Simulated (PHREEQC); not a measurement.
A solution holds 110 mmol/kgw HF, 15 mmol/kgw NaF, 6.8 mmol/kgw (NH4)2SiF6 and 1.3 mmol/kgw H3PO4, at 25 °C. Closed to the air; pH follows from the charge balance.

Computed with PHREEQC (ion-association model, phreeqc.dat).

```yaml
pH: 2.26
ionic_strength: 0.0416 mol/kgw
total_alkalinity: -138 meq/kg
```

```
species  molality  activity   log γ
-------  --------  --------  ------
HF         0.0988    0.0998   0.004
Na+        0.0149    0.0124  -0.078
F-         0.0148    0.0122  -0.084
NH4+       0.0136    0.0111  -0.089
SiF6-2    0.00680   0.00332  -0.312
H+        0.00632   0.00545  -0.065
HF2-      0.00562   0.00468  -0.080
H2PO4-   0.000780  0.000654  -0.076
H3PO4    0.000520  0.000525   0.004
NaF       8.67e-5   8.75e-5   0.004
HPO4-2    1.53e-8   7.46e-9  -0.312
NH3       1.15e-9   1.16e-9   0.004
```

No solid was allowed to form. Species that the database lacks are ignored. SiF6-2 is the database's only silicon fluoride.
